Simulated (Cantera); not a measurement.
A Cantera script and what it prints.

```python
import numpy as np
import cantera as ct

gas_names = [...]  # 109 gases of nasa_gas.yaml made of C, Cl, H, Si
cond_names = """
    C(gr) C6H6(L) C7H8(L) C8H18(L),n-octa Si(cr) Si(L) SiC(b)
""".split()


# ... load() reads the species with a 1 bar reference pressure and builds the phases ...
atoms = {
    '(CH3)2SiCl2': {'C': 2, 'H': 6, 'Si': 1, 'CL': 2},
    'H2': {'H': 2},
}
top_T = {'C(gr)': 4500, 'SiC(b)': 3050}  # K; cautious upper limits of use, not melting points


# ... equilibrate(T, P, feed) seeds the gas with the atoms and calls Mixture.equilibrate('TP', solver="vcs", rtol=1e-11, max_steps=5000) ...
results = []
T = 1898.15  # K
P = 10000  # Pa
for m in [26, 38, 55, 80, 120, 170, 250, 360, 520, 750, 1100, 1600]:
    feed = {'(CH3)2SiCl2': 1, 'H2': m}  # mol
    mix = equilibrate(T, P, feed)
    results.append((T, P, feed, dict(zip(mix.species_names, mix.species_moles))))

top = {s: max(r[3][s] / sum(r[3][g] for g in gas_names) for r in results) for s in gas_names}
cols = sorted((s for s in top if top[s] > 0.001), key=lambda s: -top[s])[:8]
seen = [c for c in cond_names if any(r[3].get(c, 0) > 1e-12 for r in results)]
print("log10 of partial pressures in bar; condensed amounts in mol")
print(f"{'n(H2)':>10s}" + "".join(f"{s[:9]:>10s}" for s in cols + seen))
for T, P, feed, n in results:
    ng = sum(n[g] for g in gas_names)
    print(f"{feed['H2']:10.4g}" + "".join(f"{np.log10(max(n[s] / ng * P / 1e5, 1e-99)):10.3f}" for s in cols)
          + "".join(f"{n.get(c, 0):10.4g}" for c in seen))
```

Result:

```
log10 of partial pressures in bar; condensed amounts in mol
     n(H2)        H2       HCL         H     C(gr)    SiC(b)
        26    -1.031    -2.184    -3.622    0.9917    0.9857
        38    -1.022    -2.328    -3.618    0.9779    0.9897
        55    -1.016    -2.474    -3.615    0.9613    0.9924
        80    -1.012    -2.627    -3.612    0.9391    0.9943
       120    -1.008    -2.795    -3.611    0.9054    0.9956
       170    -1.006    -2.942    -3.610    0.8642    0.9961
       250    -1.005    -3.106    -3.609    0.7991    0.9962
       360    -1.004    -3.262    -3.608    0.7102    0.9958
       520    -1.003    -3.420    -3.608    0.5811    0.9948
       750    -1.002    -3.578    -3.608    0.3959    0.9932
      1100    -1.002    -3.743    -3.608    0.1142    0.9905
      1600    -1.002    -3.906    -3.607         0    0.9846
```

Cantera equilibrium calculation (NASA polynomials, part measured and part estimated; ideal gas, pure solids and liquids). The feed counts by its element totals alone.
